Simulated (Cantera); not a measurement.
An adiabatic, constant-volume homogeneous reactor starts with H2 : O2 : N2 = 1 : 0.238 : 2.86 (molar parts), at 1798 K and 260000 Pa. Integrator tolerance rtol = 1e-08.

Cantera simulation using the H2/O2 subset of GRI-Mech 3.0, which has no nitrogen chemistry; the numbers are that mechanism's predictions, not measurements. The hydrogen kinetics of GRI-Mech 3.0 are dated; newer H2 mechanisms differ, most at raised pressure.

What does this change do: pressure from 260000 Pa to 36000 Pa?


```
quantity                                                            before                                      after
---------------------------------  ---------------------------------------  -----------------------------------------
time of steepest temperature rise                                  4.75 µs                                    32.9 µs
temperature at 8.00 s                                               2698 K                                     2606 K
equilibrium temperature                                             2698 K                                     2606 K
x(H2) at 8.00 s                        0.131 (gas-phase equilibrium 0.131)        0.127 (gas-phase equilibrium 0.127)
x(O2) at 8.00 s                    4.78e-5 (gas-phase equilibrium 4.78e-5)  0.000164 (gas-phase equilibrium 0.000164)
x(H2O) at 8.00 s                       0.120 (gas-phase equilibrium 0.120)        0.117 (gas-phase equilibrium 0.117)
x(HO2) at 8.00 s                   6.47e-8 (gas-phase equilibrium 6.47e-8)    7.88e-8 (gas-phase equilibrium 7.88e-8)
x(H) at 8.00 s                       0.0107 (gas-phase equilibrium 0.0107)      0.0200 (gas-phase equilibrium 0.0200)
```

What does this change do: initial temperature 1798 to 1150 K?


| quantity | before | after |
|---|---|---|
| time of steepest temperature rise | 4.75 µs | 69.1 µs |
| temperature at 8.00 s | 2698 K | 2206 K |
| equilibrium temperature | 2698 K | 2206 K |
| x(H2) at 8.00 s | 0.131 (gas-phase equilibrium 0.131) | 0.135 (gas-phase equilibrium 0.135) |
| x(O2) at 8.00 s | 4.78e-5 (gas-phase equilibrium 4.78e-5) | 2.52e-7 (gas-phase equilibrium 2.52e-7) |
| x(H2O) at 8.00 s | 0.120 (gas-phase equilibrium 0.120) | 0.123 (gas-phase equilibrium 0.123) |
| x(HO2) at 8.00 s | 6.47e-8 (gas-phase equilibrium 6.47e-8) | 3.57e-10 (gas-phase equilibrium 3.57e-10) |
| x(H) at 8.00 s | 0.0107 (gas-phase equilibrium 0.0107) | 0.000998 (gas-phase equilibrium 0.000998) |
